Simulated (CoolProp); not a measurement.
Properties of methanol along the isobar 7610 kPa (Tc = 513.4 K, pc = 8216 kPa, ω = 0.565).

Computed with CoolProp (reference Helmholtz-energy equation of state, de Reuck 1993).

```
T (K)   phase  density (kg/m³)  cp (kJ/(kg K))  isothermal compressibility (1/MPa)  conductivity (mW/(m K))
-----  ------  ---------------  --------------  ----------------------------------  -----------------------
227.5  liquid            858.2           2.250                           0.0007478                      217
235.1  liquid            851.0           2.267                           0.0007836                      215
242.7  liquid            843.9           2.287                           0.0008209                      214
250.3  liquid            836.9           2.310                                 ___                      213
257.9  liquid            829.9           2.335                           0.0009002                      211
265.5  liquid            822.9           2.364                           0.0009426                      210
273.1  liquid              ___           2.396                           0.0009868                      208
280.7  liquid            809.2           2.431                            0.001033                      207
288.2  liquid            802.4           2.470                                 ___                      ___
295.8  liquid            795.6           2.512                            0.001133                      204
303.4  liquid            788.7           2.558                            0.001188                      203
311    liquid              ___           2.607                            0.001246                      ___
318.6  liquid            775.0           2.659                                 ___                      200
326.2  liquid            768.0           2.714                            0.001375                      199
```

### Question
Fill in the missing entries.

### Answer

- 250.3, isothermal compressibility (1/MPa): 0.0008597
- 273.1, density (kg/m³): 816.0
- 288.2, isothermal compressibility (1/MPa): 0.001081
- 288.2, conductivity (mW/(m K)): 206
- 311, density (kg/m³): 781.9
- 311, conductivity (mW/(m K)): 201
- 318.6, isothermal compressibility (1/MPa): 0.001308

Thermal conductivity comes from a separate model (Sykioti 2013).
